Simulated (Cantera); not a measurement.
An isothermal, constant-pressure homogeneous reactor starts with CH4 : H2O = 1 : 0.55 (molar parts), at 1200 K and 1.01 bar. Integrator tolerance rtol = 1e-08.

Detailed kinetics in Cantera: GRI-Mech 3.0 (53 species, 325 reactions). GRI-Mech 3.0 stops at C3 and has no aromatics, soot or wall deposition, so with more carbon than oxygen in the feed, carbon stays in small species such as C2H2 where larger ones or solid carbon would form.

**Question.** What does this change do: temperature 1200 to 2200 K?

**Answer.** 
| quantity | before | after |
|---|---|---|
| x(CH4) at 10.0 s | 0.640 (gas-phase equilibrium 0.169) | 0.000903 (gas-phase equilibrium 0.000903) |
| x(H2O) at 10.0 s | 0.354 (gas-phase equilibrium 0.000122) | 1.22e-6 (gas-phase equilibrium 1.23e-6) |
| x(H2) at 10.0 s | 0.00417 (gas-phase equilibrium 0.623) | 0.745 (gas-phase equilibrium 0.745) |
| x(CH3) at 10.0 s | 2.92e-6 (gas-phase equilibrium 8.06e-7) | 0.000112 (gas-phase equilibrium 0.000112) |
| x(HO2) at 10.0 s | <1e-12 (gas-phase equilibrium <1e-12) | <1e-12 (gas-phase equilibrium <1e-12) |

**Question.** What does this change do: temperature 1200 to 2223 K?

**Answer.** 
| quantity | before | after |
|---|---|---|
| x(CH4) at 10.0 s | 0.640 (gas-phase equilibrium 0.169) | 0.000807 (gas-phase equilibrium 0.000808) |
| x(H2O) at 10.0 s | 0.354 (gas-phase equilibrium 0.000122) | 1.21e-6 (gas-phase equilibrium 1.21e-6) |
| x(H2) at 10.0 s | 0.00417 (gas-phase equilibrium 0.623) | 0.744 (gas-phase equilibrium 0.744) |
| x(CH3) at 10.0 s | 2.92e-6 (gas-phase equilibrium 8.06e-7) | 0.000114 (gas-phase equilibrium 0.000114) |
| x(HO2) at 10.0 s | <1e-12 (gas-phase equilibrium <1e-12) | <1e-12 (gas-phase equilibrium <1e-12) |
